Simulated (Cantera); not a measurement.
# Thermodynamics of metals in furnace atmospheres, feed Cu + CO + H2

Feed: 1 mol Cu, 8.5 mol CO, 66 mol H2, held at 4130 Torr.

Method: chemical equilibrium by Gibbs-energy minimisation in Cantera with the NASA 1993 tables (ideal gas, pure condensed phases). Candidate condensed phases: C, C6H6, C7H8, C8H18, Cu, CuO, Cu(OH)2, Cu2O, H2O; 113 gas species. The numbers say what is thermodynamically allowed, not how fast it happens.

From 773 K to 1173 K the condensed part is Cu(s). From 1373 K to 1973 K the condensed part is Cu(l).

| T (K) | log p H2 | log p CH4 | log p H2O | log p CO | log p CO2 | log p Cu | log p H | log p C2H2 (acetylene) | n Cu(s) | n Cu(l) |
|---|---|---|---|---|---|---|---|---|---|---|
| 773 | 0.59 | -0.09 | -0.09 | -3.95 | -3.92 | <-11 | <-11 | <-11 | 1.00 | 0 |
| 973 | 0.61 | -0.17 | -0.18 | -1.08 | -1.67 | <-11 | -8.66 | -9.65 | 1.00 | 0 |
| 1173 | 0.67 | -0.73 | -0.76 | -0.33 | -1.86 | -8.24 | -6.59 | -7.25 | 1.00 | 0 |
| 1373 | 0.68 | -1.39 | -1.41 | -0.23 | -2.64 | -6.10 | -5.14 | -6.00 | 0 | 1.000 |
| 1573 | 0.69 | -1.93 | -1.94 | -0.21 | -3.30 | -4.58 | -4.05 | -5.12 | 0 | 1.000 |
| 1773 | 0.69 | -2.35 | -2.35 | -0.20 | -3.82 | -3.40 | -3.20 | -4.46 | 0 | 0.995 |
| 1973 | 0.69 | -2.70 | -2.66 | -0.20 | -4.21 | -2.48 | -2.53 | -3.98 | 0 | 0.954 |
log p: log10 of the partial pressure in bar; n: condensed amount in mol.
